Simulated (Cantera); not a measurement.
# Thermodynamics of fluorocarbon and chlorocarbon gases, feed CH₃Cl + H₂

A closed system holds: 1 mol CH₃Cl, 7.6 mol H₂, held at 225 Torr.

These are equilibrium values from Cantera (NASA tables, ideal gas, pure condensed phases), not measurements of a reactor. Candidate condensed phases: C, C₆H₆, C₇H₈, C₈H₁₈; 103 gas species. Ions and electrons are included (thermal ionisation). The tables' values for CCl are old estimates; treat these amounts as uncertain. Rates play no part.

```json
[
 {"T (°C)": "2227", "x H": "0.0422", "x H₂": "0.847", "x HCl": "0.0983", "x Cl": "0.00347", "x C": "5.55e-7", "x C₂H₂ (acetylene)": "0.00916", "n C(graphite)": "0.817"},
 {"T (°C)": "2477", "x H": "0.110", "x H₂": "0.770", "x HCl": "0.0891", "x Cl": "0.00879", "x C": "1.26e-5", "x C₂H₂ (acetylene)": "0.0217", "n C(graphite)": "0.535"},
 {"T (°C)": "2727", "x H": "0.230", "x H₂": "0.635", "x HCl": "0.0729", "x Cl": "0.0180", "x C": "0.000168", "x C₂H₂ (acetylene)": "0.0389", "n C(graphite)": "0"},
 {"T (°C)": "2977", "x H": "0.405", "x H₂": "0.476", "x HCl": "0.0514", "x Cl": "0.0293", "x C": "0.00103", "x C₂H₂ (acetylene)": "0.0265", "n C(graphite)": "0"},
 {"T (°C)": "3227", "x H": "0.594", "x H₂": "0.304", "x HCl": "0.0302", "x Cl": "0.0392", "x C": "0.00417", "x C₂H₂ (acetylene)": "0.0116", "n C(graphite)": "0"},
 {"T (°C)": "3477", "x H": "0.743", "x H₂": "0.165", "x HCl": "0.0152", "x Cl": "0.0452", "x C": "0.0117", "x C₂H₂ (acetylene)": "0.00315", "n C(graphite)": "0"},
 {"T (°C)": "3727", "x H": "0.827", "x H₂": "0.0807", "x HCl": "0.00716", "x Cl": "0.0478", "x C": "0.0242", "x C₂H₂ (acetylene)": "0.000594", "n C(graphite)": "0"},
 {"T (°C)": "3977", "x H": "0.865", "x H₂": "0.0389", "x HCl": "0.00339", "x Cl": "0.0487", "x C": "0.0373", "x C₂H₂ (acetylene)": "8.09e-5", "n C(graphite)": "0"},
 {"T (°C)": "4227", "x H": "0.882", "x H₂": "0.0195", "x HCl": "0.00169", "x Cl": "0.0490", "x C": "0.0448", "x C₂H₂ (acetylene)": "8.89e-6", "n C(graphite)": "0"},
 {"T (°C)": "4477", "x H": "0.891", "x H₂": "0.0104", "x HCl": "0.000894", "x Cl": "0.0492", "x C": "0.0476", "x C₂H₂ (acetylene)": "9.90e-7", "n C(graphite)": "0"},
 {"T (°C)": "4727", "x H": "0.895", "x H₂": "0.00581", "x HCl": "0.000502", "x Cl": "0.0493", "x C": "0.0487", "x C₂H₂ (acetylene)": "1.28e-7", "n C(graphite)": "0"}
]
```
x: gas mole fraction; n: condensed amount in mol.

From 2227 °C to 2477 °C the condensed part is C(graphite). From 2727 °C to 4727 °C nothing is condensed. The main C-bearing gas is C₂H₂ (acetylene) at 2227 °C and C at 4727 °C.
